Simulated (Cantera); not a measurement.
A perfectly stirred reactor is fed with 0.697 % CH4, 98.1 % H2, 1.18 % CO2, at 10.00 Torr; it is held at 2800 K, and followed from long to short residence time.

Cantera simulation using GRI-Mech 3.0 (53 species, 325 reactions); the numbers are that mechanism's predictions, not measurements. Radical loss at walls, strong at low pressure, is not modelled.

Q: Predict: x(CH4) at τ = 0.380 s; x(H2) at τ = 0.380 s; x(CO2) at τ = 0.380 s; x(CO) at τ = 0.380 s; x(CH4) at τ = 3.70 ms; x(H2) at τ = 3.70 ms; x(CO2) at τ = 3.70 ms; x(CO) at τ = 3.70 ms; x(CH2O) at τ = 3.70 ms.

A: 
| Quantity | Result |
|---|---|
| x(CH4) at τ = 0.380 s | 1.27e-7 |
| x(H2) at τ = 0.380 s | 0.650 |
| x(CO2) at τ = 0.380 s | 1.22e-5 |
| x(CO) at τ = 0.380 s | 0.0154 |
| x(CH4) at τ = 3.70 ms | 0.00158 |
| x(H2) at τ = 3.70 ms | 0.932 |
| x(CO2) at τ = 3.70 ms | 0.000794 |
| x(CO) at τ = 3.70 ms | 0.0113 |
| x(CH2O) at τ = 3.70 ms | 4.05e-7 |
